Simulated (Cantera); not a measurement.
Charge: 1 mol Si, 0.27 mol Br2, 7.3 mol N2, at 900 K and 0.220 bar.

Equilibrium computed with Cantera from the NASA thermochemical tables; the gas is ideal and each condensed phase is pure. Candidate condensed phases: Br2, Si, Si3N4; 13 gas species. N2 is the only nitrogen source here; it is nearly inert below about 1500 K, so the nitride shown seldom forms there in practice. Equilibrium is a limit: real reactors are often held back by kinetics, nucleation or transport.

Base state: N2 0.980, SiBr4 0.0197 (mole fractions); condensed: Si3N4(s).

Problem. What changes in the equilibrium state with this change: temperature from 900 K to 1723 K?

Solution. 
```
species         before     after
-------------  -------  --------
N2               0.980     0.959
SiBr2          5.65e-9    0.0308
Br             1.12e-6   0.00886
SiBr4           0.0197  0.000503
SiBr             <1e-9   2.36e-5
SiBr3          4.38e-7   0.00126
Br2            1.16e-7   2.43e-5
Si3N4(s), mol    0.288     0.256
```
The tables' values for SiBr3, SiBr are old estimates; treat these amounts as uncertain.
